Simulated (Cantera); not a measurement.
A closed system holds: 1 mol SiO₂, 4.7 mol HCl, 0.39 mol N₂, equilibrated at 775 °C and 100 Torr.

Equilibrium computed with Cantera from the NASA thermochemical tables; the gas is ideal and each condensed phase is pure. Candidate condensed phases: H₂O, NH₄Cl, Si, SiO₂, Si₂N₂O, Si₃N₄; 47 gas species. The numbers say what is thermodynamically allowed, not how fast it happens.

Base state: HCl 0.923, N₂ 0.0766, H₂O 0.000120, SiCl₄ 6.01e-5 (mole fractions); condensed: SiO₂(β-quartz).

Task: What changes in the equilibrium state with this change: SiO₂ replaced by CaO?

Result: 
```tsv
species	before	after
HCl	0.923	0.660
H₂O	0.000120	0.244
N₂	0.0766	0.0954
SiCl₄	6.01e-5	0
SiO₂(β-quartz), mol	1.000	0
CaCl₂(l), mol	0	1.000
```
Condensed phases not in the tables: oxide chlorides. Further candidate phases: Ca, CaCl₂, CaO, Ca(OH)₂.
